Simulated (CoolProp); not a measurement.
Vapour-liquid equilibrium of CH2F2 (R32) (1) + R125 (2) at 1.35 MPa; x and y are mole fractions of (1).

Model: multi-fluid Helmholtz-energy mixture model, Tillner-Roth 1997 and Lemmon 2005; pair parameters Lemmon 2004, in CoolProp.

```
x     bubble temperature (°C)  y at the bubble point  dew temperature at overall composition x (°C)  liquid density (mol/L)
----  -----------------------  ---------------------  ---------------------------------------------  ----------------------
0.05                     23.5                  0.062                                           23.7                   10.22
0.2                      21.6                  0.237                                           22.0                   11.10
0.35                     20.0                  0.396                                           20.4                   12.10
0.5                      18.7                  0.540                                           19.0                   13.24
0.65                     17.7                  0.676                                           17.9                   14.60
0.8                      17.1                  0.811                                           17.1                   16.24
0.95                     16.8                  0.950                                           16.8                   18.30
```

No azeotrope shows between x = 0.05 and 0.95.

The pair parameters rest on a limited set of measurements; away from them the model extrapolates.
